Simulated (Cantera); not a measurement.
What does this Cantera script print?

```python
import numpy as np
import cantera as ct

gas = ct.Solution("gri30.yaml")
gas.TPX = 1298, 970000, {'C2H4': 1, 'O2': 5.88, 'N2': 26.5, 'H2O': 2.8}
reactor = ct.IdealGasReactor(gas, energy="on", clone=False)
net = ct.ReactorNet([reactor])
net.rtol, net.atol = 1e-08, 1e-16
show = ['C2H4', 'O2', 'H2O', 'C2H6', 'H2O2']
times = np.geomspace(5e-06, 0.7, 16)

steps = ct.SolutionArray(gas, extra=["t"])
rows = []
print(f"{'t/s':>10s}{'T/K':>9s}{'P/Pa':>11s}" + "".join(f"{s:>11s}" for s in show))
for t in times:
    while net.time < t:
        t_next = net.step()
        steps.append(gas.state, t=t_next)
    rows.append([np.interp(t, steps.t, y) for y in (steps.T, steps.P, *steps(*show).X.T)])
    print(f"{t:10.3e}{rows[-1][0]:9.1f}{rows[-1][1]:11.4g}" + "".join(f"{x:11.3e}" for x in rows[-1][2:]))
rate = np.gradient(steps.T, steps.t)
print("integrator steps:", len(steps.t))
if steps.T.max() > steps.T[0] + 200:
    print(f"time of steepest temperature rise: {steps.t[rate.argmax()]:.4e} s")
gas.TPX = 1298, 970000, {'C2H4': 1, 'O2': 5.88, 'N2': 26.5, 'H2O': 2.8}
gas.equilibrate("UV")
print(f"equilibrium (UV): T = {gas.T:.1f} K  " + "  ".join(f"{s} {gas[s].X[0]:.3e}" for s in show))
```

Result:

```
       t/s      T/K       P/Pa       C2H4         O2        H2O       C2H6       H2O2
 5.000e-06   1298.0    9.7e+05  2.764e-02  1.625e-01  7.739e-02  1.134e-12  2.091e-11
 1.102e-05   1298.0    9.7e+05  2.764e-02  1.625e-01  7.739e-02  4.354e-12  1.082e-10
 2.427e-05   1298.0    9.7e+05  2.764e-02  1.625e-01  7.739e-02  2.377e-11  5.818e-10
 5.348e-05   1298.0    9.7e+05  2.764e-02  1.625e-01  7.739e-02  4.149e-10  6.454e-09
 1.178e-04   2209.9  1.679e+06  6.460e-15  8.750e-02  1.241e-01  6.994e-19  1.532e-06
 2.596e-04   2441.2  1.829e+06  4.676e-27  7.845e-02  1.292e-01  2.719e-33  9.587e-07
 5.720e-04   2439.7  1.828e+06  1.437e-28  7.814e-02  1.292e-01  1.082e-34  9.533e-07
 1.260e-03   2436.6  1.825e+06  1.345e-28  7.750e-02  1.293e-01  1.004e-34  9.424e-07
 2.777e-03   2430.9  1.821e+06  1.191e-28  7.635e-02  1.293e-01  8.882e-35  9.229e-07
 6.119e-03   2423.1  1.815e+06  9.908e-29  7.475e-02  1.294e-01  7.424e-35  8.962e-07
 1.348e-02   2416.8   1.81e+06  8.814e-29  7.348e-02  1.295e-01  6.505e-35  8.753e-07
 2.970e-02   2415.0  1.809e+06  8.368e-29  7.312e-02  1.295e-01  6.213e-35  8.694e-07
 6.544e-02   2415.0  1.809e+06  8.345e-29  7.311e-02  1.295e-01  6.203e-35  8.692e-07
 1.442e-01   2415.0  1.809e+06  8.349e-29  7.311e-02  1.295e-01  6.246e-35  8.692e-07
 3.177e-01   2415.0  1.809e+06  8.355e-29  7.311e-02  1.295e-01  6.205e-35  8.692e-07
 7.000e-01   2415.0  1.809e+06  8.356e-29  7.311e-02  1.295e-01  6.205e-35  8.692e-07
integrator steps: 1683
time of steepest temperature rise: 1.1538e-04 s
equilibrium (UV): T = 2415.0 K  C2H4 1.043e-28  O2 7.311e-02  H2O 1.295e-01  C2H6 9.960e-35  H2O2 8.692e-07
```

Model: GRI-Mech 3.0 (53 species, 325 reactions), integrated in Cantera. GRI-Mech 3.0 was tuned for natural gas; its chemistry of ethylene as a main component is partial and can be far from experiment.
